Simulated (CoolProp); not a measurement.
Hydrogen chloride at 487.63 K and 0.849 MPa is throttled through a valve to 0.374 MPa with no heat exchange. Each further row changes one setting.

Model: reference Helmholtz-energy equation of state, Thol 2018, in CoolProp.

```tsv
case	temperature change (K)	final density (kg/m³)
as stated	___	___
outlet pressure 0.112 MPa	___	___
outlet pressure 0.486 MPa	___	4.42
```

### Question
Complete the blanks.

### Answer

- as stated, temperature change (K): -2.8
- as stated, final density (kg/m³): 3.40
- outlet pressure 0.112 MPa, temperature change (K): -4.3
- outlet pressure 0.112 MPa, final density (kg/m³): 1.02
- outlet pressure 0.486 MPa, temperature change (K): -2.1
